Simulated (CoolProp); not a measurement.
p-xylene along the isotherm 620 K: fugacity coefficient from the reference equation and from simpler models built on Tc = 616.2 K, pc = 3.532 MPa, ω = 0.324; each cubic takes its own stable root.

The numbers come from the reference Helmholtz-energy equation of state, Zhou 2012 in CoolProp.

```json
[
 {"p (MPa)": "4.41", "phase": "supercritical", "reference": "0.5496", "van der Waals": "0.6044", "Redlich-Kwong": "0.5761", "Soave-Redlich-Kwong": "0.5789", "Peng-Robinson": "0.5560"},
 {"p (MPa)": "8.83", "phase": "supercritical", "reference": "0.3310", "van der Waals": "0.3984", "Redlich-Kwong": "0.3617", "Soave-Redlich-Kwong": "0.3639", "Peng-Robinson": "0.3417"},
 {"p (MPa)": "13.2", "phase": "supercritical", "reference": "0.2614", "van der Waals": "0.3397", "Redlich-Kwong": "0.2938", "Soave-Redlich-Kwong": "0.2957", "Peng-Robinson": "0.2723"},
 {"p (MPa)": "17.7", "phase": "supercritical", "reference": "0.2294", "van der Waals": "0.3204", "Redlich-Kwong": "0.2637", "Soave-Redlich-Kwong": "0.2655", "Peng-Robinson": "0.2399"},
 {"p (MPa)": "22.1", "phase": "supercritical", "reference": "0.2141", "van der Waals": "0.3200", "Redlich-Kwong": "0.2509", "Soave-Redlich-Kwong": "0.2527", "Peng-Robinson": "0.2244"},
 {"p (MPa)": "26.5", "phase": "supercritical", "reference": "0.2072", "van der Waals": "0.3306", "Redlich-Kwong": "0.2470", "Soave-Redlich-Kwong": "0.2488", "Peng-Robinson": "0.2172"},
 {"p (MPa)": "30.9", "phase": "supercritical", "reference": "0.2056", "van der Waals": "0.3495", "Redlich-Kwong": "0.2488", "Soave-Redlich-Kwong": "0.2506", "Peng-Robinson": "0.2153"},
 {"p (MPa)": "35.3", "phase": "supercritical", "reference": "0.2076", "van der Waals": "0.3756", "Redlich-Kwong": "0.2547", "Soave-Redlich-Kwong": "0.2567", "Peng-Robinson": "0.2170"}
]
```
